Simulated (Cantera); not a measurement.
Charge: 1 mol Ti(OiPr)4, 0.3 mol H2O, at 827 °C and 6100 Pa.

Equilibrium computed with Cantera from the NASA thermochemical tables; the gas is ideal and each condensed phase is pure. Candidate condensed phases: C, C6H6, C7H8, C8H18, H2O, Ti, TiC, TiO, TiO2, Ti2O3, Ti3O5, Ti4O7; 113 gas species. The feed counts by its element totals alone. Kinetics and transport are ignored.

Base state: H2 0.860, CO 0.138, CH4 0.00162, H2O 0.000647, CO2 0.000103 (mole fractions); condensed: C(graphite) + TiO2(rutile).

Q: What changes in the equilibrium state with this change: temperature from 827 °C to 752 °C?

A: 
| species | before | after |
|---|---|---|
| H2 | 0.860 | 0.858 |
| CO | 0.138 | 0.137 |
| CH4 | 0.00162 | 0.00330 |
| CO2 | 0.000103 | 0.000392 |
| H2O | 0.000647 | 0.00190 |
| C(graphite), mol | 9.69 | 9.68 |
| TiO2(rutile), mol | 1.00 | 1.00 |

Q: What changes in the equilibrium state with this change: temperature from 827 °C to 1075 °C?

A: 
```
species              before     after
-----------------  --------  --------
H2                    0.860     0.769
CO                    0.138     0.231
CH4                 0.00162  0.000210
CO2                0.000103   9.70e-6
H2O                0.000647   6.31e-5
C(graphite), mol       9.69      6.70
TiO2(rutile), mol      1.00         0
TiC(s), mol               0      1.00
```
TiC: taken at fixed stoichiometry.

Q: What changes in the equilibrium state with this change: pressure from 6100 Pa to 1330 Pa?

A: 
```csv
species,before,after
H2,0.860,0.848
CO,0.138,0.151
CH4,0.00162,0.000344
H2O,0.000647,0.000153
CO2,0.000103,2.69e-5
"C(graphite), mol",9.69,9.45
"TiO2(rutile), mol",1.00,0
"Ti4O7(s), mol",0,0.250
```
Condensed phases not in the tables: Magnéli phases beyond Ti4O7.
